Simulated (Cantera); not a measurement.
## CaCO₃ + H₂O (calcination and drying)

Charge: 1 mol CaCO₃, 1.1 mol H₂O, equilibrated at 133 Pa.

Equilibrium computed with Cantera from the NASA thermochemical tables; the gas is ideal and each condensed phase is pure. Candidate condensed phases: C, C₆H₆, C₇H₈, C₈H₁₈, Ca, CaCO₃, CaO, Ca(OH)₂, H₂O; 115 gas species. Equilibrium is a limit: real reactors are often held back by kinetics, nucleation or transport.

```json
[
 {"T (K)": "775", "log p H₂O": "-2.92", "log p CO₂": "-3.87", "log p CO": "-12.71", "log p O₂": "-11.35", "log p H₂": "-11.05", "log p OH": "-13.03", "n CaCO₃(calcite)": "0.877", "n CaO(s)": "0.123"},
 {"T (K)": "925", "log p H₂O": "-3.16", "log p CO₂": "-3.20", "log p CO": "-9.81", "log p O₂": "-9.61", "log p H₂": "-9.46", "log p OH": "-10.94", "n CaCO₃(calcite)": "0", "n CaO(s)": "1.00"},
 {"T (K)": "1075", "log p H₂O": "-3.16", "log p CO₂": "-3.20", "log p CO": "-8.27", "log p O₂": "-8.24", "log p H₂": "-8.19", "log p OH": "-9.31", "n CaCO₃(calcite)": "0", "n CaO(s)": "1.00"},
 {"T (K)": "1225", "log p H₂O": "-3.16", "log p CO₂": "-3.20", "log p CO": "-7.11", "log p O₂": "-7.18", "log p H₂": "-7.24", "log p OH": "-8.08", "n CaCO₃(calcite)": "0", "n CaO(s)": "1.00"},
 {"T (K)": "1375", "log p H₂O": "-3.16", "log p CO₂": "-3.20", "log p CO": "-6.22", "log p O₂": "-6.35", "log p H₂": "-6.49", "log p OH": "-7.12", "n CaCO₃(calcite)": "0", "n CaO(s)": "1.00"},
 {"T (K)": "1525", "log p H₂O": "-3.16", "log p CO₂": "-3.20", "log p CO": "-5.51", "log p O₂": "-5.68", "log p H₂": "-5.90", "log p OH": "-6.34", "n CaCO₃(calcite)": "0", "n CaO(s)": "1.000"},
 {"T (K)": "1675", "log p H₂O": "-3.16", "log p CO₂": "-3.21", "log p CO": "-4.93", "log p O₂": "-5.13", "log p H₂": "-5.41", "log p OH": "-5.71", "n CaCO₃(calcite)": "0", "n CaO(s)": "1.000"},
 {"T (K)": "1825", "log p H₂O": "-3.17", "log p CO₂": "-3.23", "log p CO": "-4.46", "log p O₂": "-4.69", "log p H₂": "-5.00", "log p OH": "-5.19", "n CaCO₃(calcite)": "0", "n CaO(s)": "1.000"},
 {"T (K)": "1975", "log p H₂O": "-3.20", "log p CO₂": "-3.28", "log p CO": "-4.09", "log p O₂": "-4.33", "log p H₂": "-4.66", "log p OH": "-4.75", "n CaCO₃(calcite)": "0", "n CaO(s)": "1.000"}
]
```
log p: log10 of the partial pressure in bar; n: condensed amount in mol.

At 775 K the condensed part is CaCO₃(calcite) + CaO(s). From 925 K to 1975 K the condensed part is CaO(s).
